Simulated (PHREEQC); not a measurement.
Consider water at 25 °C with 3.9 mol/kgw KCl and 0.053 mol/kgw NaHCO3. Closed to the air; pH follows from the charge balance.

Computed with PHREEQC (Pitzer model, pitzer.dat).

Task: The ionic strength comes out as 3.95 mol/kgw. What activity coefficients do CO3-2, K+, Na+, HCO3-, Cl- get?

Result: CO3-2 0.068, K+ 0.58, Na+ 0.69, HCO3- 0.57, Cl- 0.58. Single-ion values are on the MacInnes scale.

Precipitation was switched off in this run. Species that the database lacks are ignored. In brines, pH and single-ion activities rest on the MacInnes convention.
